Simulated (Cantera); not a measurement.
**Premixed flame**

A freely propagating, adiabatic, planar premixed flame of 7.05 % CH₄, 19.6 % O₂, 73.3 % N₂, unburnt at 300 K and 10.0 bar; multicomponent+Soret transport, grid criteria slope 0.08 and curve 0.16, no radiation.

Computed with Cantera and GRI-Mech 3.0 (53 species, 325 reactions). Burning velocities carry a grid error of a few per cent, more on coarse grids.

```json
[
 {"z (mm)": "-0.557", "T (K)": "301", "u (m/s)": "0.0648", "x CH₄": "0.0704", "x O₂": "0.196", "x HCO": "<1e-8", "x N₂O": "<1e-8", "x CH₃": "<1e-8", "x CO₂": "3.13e-6"},
 {"z (mm)": "-0.372", "T (K)": "309", "u (m/s)": "0.0665", "x CH₄": "0.0696", "x O₂": "0.196", "x HCO": "<1e-8", "x N₂O": "<1e-8", "x CH₃": "<1e-8", "x CO₂": "5.82e-5"},
 {"z (mm)": "-0.279", "T (K)": "342", "u (m/s)": "0.0736", "x CH₄": "0.0672", "x O₂": "0.194", "x HCO": "<1e-8", "x N₂O": "1.16e-8", "x CH₃": "<1e-8", "x CO₂": "0.000437"},
 {"z (mm)": "-0.186", "T (K)": "506", "u (m/s)": "0.109", "x CH₄": "0.0585", "x O₂": "0.183", "x HCO": "<1e-8", "x N₂O": "9.46e-8", "x CH₃": "4.96e-8", "x CO₂": "0.00352"},
 {"z (mm)": "-0.0929", "T (K)": "989", "u (m/s)": "0.215", "x CH₄": "0.0358", "x O₂": "0.142", "x HCO": "<1e-8", "x N₂O": "4.86e-7", "x CH₃": "1.02e-5", "x CO₂": "0.0178"},
 {"z (mm)": "-0.0464", "T (K)": "1356", "u (m/s)": "0.295", "x CH₄": "0.0173", "x O₂": "0.105", "x HCO": "3.15e-7", "x N₂O": "8.88e-7", "x CH₃": "0.000141", "x CO₂": "0.0323"},
 {"z (mm)": "0", "T (K)": "1706", "u (m/s)": "0.370", "x CH₄": "0.00176", "x O₂": "0.0693", "x HCO": "1.99e-6", "x N₂O": "1.47e-6", "x CH₃": "0.000233", "x CO₂": "0.0515"},
 {"z (mm)": "0.0464", "T (K)": "1825", "u (m/s)": "0.394", "x CH₄": "9.48e-6", "x O₂": "0.0583", "x HCO": "3.97e-8", "x N₂O": "2.05e-6", "x CH₃": "2.59e-6", "x CO₂": "0.0642"},
 {"z (mm)": "0.0929", "T (K)": "1856", "u (m/s)": "0.400", "x CH₄": "6.92e-8", "x O₂": "0.0564", "x HCO": "<1e-8", "x N₂O": "2.02e-6", "x CH₃": "2.16e-8", "x CO₂": "0.0679"},
 {"z (mm)": "0.186", "T (K)": "1872", "u (m/s)": "0.403", "x CH₄": "<1e-8", "x O₂": "0.0557", "x HCO": "<1e-8", "x N₂O": "1.36e-6", "x CH₃": "<1e-8", "x CO₂": "0.0695"},
 {"z (mm)": "0.372", "T (K)": "1876", "u (m/s)": "0.404", "x CH₄": "<1e-8", "x O₂": "0.0556", "x HCO": "<1e-8", "x N₂O": "6.39e-7", "x CH₃": "<1e-8", "x CO₂": "0.0699"},
 {"z (mm)": "0.743", "T (K)": "1876", "u (m/s)": "0.404", "x CH₄": "<1e-8", "x O₂": "0.0556", "x HCO": "<1e-8", "x N₂O": "4.66e-7", "x CH₃": "<1e-8", "x CO₂": "0.0699"},
 {"z (mm)": "1.49", "T (K)": "1876", "u (m/s)": "0.404", "x CH₄": "<1e-8", "x O₂": "0.0556", "x HCO": "<1e-8", "x N₂O": "4.58e-7", "x CH₃": "<1e-8", "x CO₂": "0.0699"}
]
```
x: mole fraction of selected species; z is measured from the peak of heat release.

```json
{
 "laminar_burning_velocity": "6.46 cm/s",
 "thermal_thickness": "0.186 mm",
 "peak x(HCO)": "2.07e-6",
 "peak x(CH₃)": "0.000328",
 "grid_points": "131"
}
```
